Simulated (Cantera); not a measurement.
A perfectly stirred reactor is fed with NH3 : N2 = 1.3 : 0.84 (molar parts), at 110000 Pa; it is held at 1648 K, and followed from long to short residence time.

Cantera simulation using the gas-phase N/H chemistry of the illustrative SiF4/NH3 mechanism in the Surface Chemkin manual (1991); the numbers are that mechanism's predictions, not measurements. Walls and surfaces, which speed up NH3 decomposition in real reactors, are not modelled.

x: mole fraction; the columns are a selection and need not sum to one.

```tsv
τ (s)	x NH3	x N2H2	x H	x NH	x N2H4	x N
1.1	0.437	3.05e-7	(withheld)	4.35e-7	1.28e-7	1.21e-8
0.53	0.505	3.99e-7	(withheld)	4.55e-7	1.63e-7	1.11e-8
0.25	0.552	4.72e-7	(withheld)	4.47e-7	1.92e-7	8.79e-9
0.12	0.579	5.15e-7	(withheld)	4.17e-7	2.12e-7	5.95e-9
0.055	0.594	5.37e-7	(withheld)	3.77e-7	2.26e-7	3.32e-9
0.026	0.601	5.40e-7	(withheld)	3.43e-7	2.32e-7	1.70e-9
0.012	0.605	5.27e-7	(withheld)	3.15e-7	2.29e-7	8.14e-10
0.0056	0.606	4.89e-7	(withheld)	2.87e-7	2.15e-7	3.86e-10
0.0026	0.607	4.12e-7	(withheld)	2.49e-7	1.83e-7	1.81e-10
```

### Question
What belongs in the gaps?

### Answer

- 1.1, x H: 1.29e-5
- 0.53, x H: 7.58e-6
- 0.25, x H: 4.05e-6
- 0.12, x H: 2.10e-6
- 0.055, x H: 1.01e-6
- 0.026, x H: 4.94e-7
- 0.012, x H: 2.35e-7
- 0.0056, x H: 1.14e-7
- 0.0026, x H: 5.59e-8
